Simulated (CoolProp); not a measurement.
A single-stage vapour-compression cycle with R227EA: evaporating at 273.15 K (dew point), condensing at 294.15 K (bubble point), superheat 8 K, subcooling 5 K, compressor efficiency 0.65, no pressure losses. Each further row changes one setting.

Values from CoolProp's reference Helmholtz-energy equation of state, Lemmon 2016.

| case | cooling COP | pressure ratio | discharge temperature (K) | refrigerating effect (kJ/kg) | volumetric capacity (kJ/m³) |
|---|---|---|---|---|---|
| as stated | 7.94 | 2.06 | 302.5 | 113 | 1720 |
| evaporating temperature 278.15 K | 10.9 | 1.71 | 302.2 | 116 | 2110 |
| condensing temperature 289.15 K | 10.7 | 1.75 | 297.6 | 118 | 1810 |
| subcooling 10 K | 8.34 | 2.06 | 302.5 | 118 | 1810 |
| superheat 18 K | 8.12 | 2.06 | 312.5 | 121 | 1760 |
| compressor efficiency 0.55 | 6.72 | 2.06 | 305.4 | 113 | 1720 |
